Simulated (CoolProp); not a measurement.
Vapour-liquid equilibrium of R134a (1) + methanol (2) at 0.162 MPa; x and y are mole fractions of (1).

Computed with CoolProp (multi-fluid Helmholtz-energy mixture model, Tillner-Roth 1994 and de Reuck 1993; pair parameters Bell 2016).

```tsv
x	bubble temperature (K)	y at the bubble point	dew temperature at overall composition x (K)	liquid density (mol/L)
0.05	306.3	0.843	348.6	23.40
0.125	283.9	0.953	346.4	22.79
0.2	276.1	0.971	344.0	21.82
0.275	272.5	0.978	341.4	20.81
0.35	270.4	0.981	338.6	19.82
0.425	269.0	0.983	335.5	18.87
0.5	267.7	0.985	332.0	17.98
0.575	266.5	0.987	328.1	17.13
0.65	265.3	0.989	323.6	16.34
0.725	263.9	0.991	318.1	15.59
0.8	262.4	0.993	311.2	14.88
0.875	260.8	0.995	301.7	14.21
0.95	259.1	0.998	285.1	13.58
```

No azeotrope shows between x = 0.05 and 0.95.

Pair parameters are fitted to limited data, so mixtures are less certain than the pure fluids. With so large a gap from Raoult's law the liquid may split in two, which this calculation doesn't test in full.
